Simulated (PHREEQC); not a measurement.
Solution (25 °C): 0.02 mol/kgw LiOH, 2.8e-05 mol/kgw CO2 and 0.18 mol/kgw Na2CO3. Closed to the air; pH follows from the charge balance.

Equilibrium calculation in PHREEQC: ion-association model, phreeqc.dat.

```tsv
quantity	before	after
pH	12.13	8.79
ionic strength (mol/kgw)	0.362	0.193
Na+ (mol/kgw)	0.261	0.163
NaCO3- (mol/kgw)	0.0989	0.00993
CO3-2 (mol/kgw)	0.0806	0.0104
HCO3- (mol/kgw)	0.000460	0.152
```

Name the change that produced these shifts.
A. LiOH from 0.02 to 0.018 mol/kgw
B. temperature from 25 to 20 °C
C. Na2CO3 replaced by NaHCO3 at the same molality
D. LiOH from 0.02 to 0.004 mol/kgw
E. diluted 100-fold with water

C, Na2CO3 replaced by NaHCO3 at the same molality

This is a speciation only: nothing precipitates in the calculation.
